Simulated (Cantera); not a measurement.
An adiabatic, constant-volume homogeneous reactor starts with CH4 : CO : O2 : N2 = 1 : 1.2 : 2.6 : 9.78 (molar parts), equivalence ratio 1.0, at 1750 K and 428 Torr. Integrator tolerance rtol = 1e-08.

Cantera simulation using GRI-Mech 3.0 (53 species, 325 reactions); the numbers are that mechanism's predictions, not measurements.

**Question.** What does this change do: initial temperature 1750 to 1475 K?

**Answer.** 
| quantity | before | after |
|---|---|---|
| time of steepest temperature rise | 0.244 ms | 2.12 ms |
| temperature at 1.00 s | 2890 K | 2831 K |
| equilibrium temperature | 2890 K | 2831 K |
| x(CH4) at 1.00 s | <1e-12 (gas-phase equilibrium <1e-12) | <1e-12 (gas-phase equilibrium <1e-12) |
| x(CO) at 1.00 s | 0.0810 (gas-phase equilibrium 0.0810) | 0.0725 (gas-phase equilibrium 0.0725) |
| x(O2) at 1.00 s | 0.0319 (gas-phase equilibrium 0.0319) | 0.0290 (gas-phase equilibrium 0.0290) |
| x(CH2O) at 1.00 s | 5.32e-10 (gas-phase equilibrium 5.32e-10) | 4.65e-10 (gas-phase equilibrium 4.65e-10) |
| x(H) at 1.00 s | 0.0147 (gas-phase equilibrium 0.0147) | 0.0104 (gas-phase equilibrium 0.0104) |
| x(C2H2) at 1.00 s | <1e-12 (gas-phase equilibrium <1e-12) | <1e-12 (gas-phase equilibrium <1e-12) |

**Question.** What does this change do: initial temperature 1750 to 1175 K?

**Answer.** 
```
quantity                                                              before                                      after
---------------------------------  -----------------------------------------  -----------------------------------------
time of steepest temperature rise                                   0.244 ms                                    0.126 s
temperature at 1.00 s                                                 2890 K                                     2765 K
equilibrium temperature                                               2890 K                                     2765 K
x(CH4) at 1.00 s                       <1e-12 (gas-phase equilibrium <1e-12)      <1e-12 (gas-phase equilibrium <1e-12)
x(CO) at 1.00 s                        0.0810 (gas-phase equilibrium 0.0810)      0.0621 (gas-phase equilibrium 0.0621)
x(O2) at 1.00 s                        0.0319 (gas-phase equilibrium 0.0319)      0.0253 (gas-phase equilibrium 0.0253)
x(CH2O) at 1.00 s                  5.32e-10 (gas-phase equilibrium 5.32e-10)  3.92e-10 (gas-phase equilibrium 3.92e-10)
x(H) at 1.00 s                         0.0147 (gas-phase equilibrium 0.0147)    0.00673 (gas-phase equilibrium 0.00673)
x(C2H2) at 1.00 s                      <1e-12 (gas-phase equilibrium <1e-12)      <1e-12 (gas-phase equilibrium <1e-12)
```
